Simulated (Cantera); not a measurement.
A closed system holds: 1 mol Si3N4, 0.81 mol N2O, 550 mol N2, equilibrated at 1600 °C and 6.45 Torr.

Method: chemical equilibrium by Gibbs-energy minimisation in Cantera with the NASA 1993 tables (ideal gas, pure condensed phases). Candidate condensed phases: Si, SiO2, Si2N2O, Si3N4; 16 gas species. The tables' values for SiN are old estimates; treat these amounts as uncertain. The numbers say what is thermodynamically allowed, not how fast it happens.

Base state: N2 0.997, SiO 0.00146, Si 0.00103, Si2N 5.09e-5, SiN 3.42e-5 (mole fractions); condensed: Si(l).

What changes in the equilibrium state with this change: pressure from 6.45 Torr to 0.00165 Torr?


| species | before | after |
|---|---|---|
| N2 | 0.997 | 0.995 |
| Si | 0.00103 | 0.00394 |
| SiO | 0.00146 | 0.00146 |
| Si2N | 5.09e-5 | 3.06e-9 |
| SiN | 3.42e-5 | 2.10e-6 |
| Si(l), mol | 1.53 | 0 |
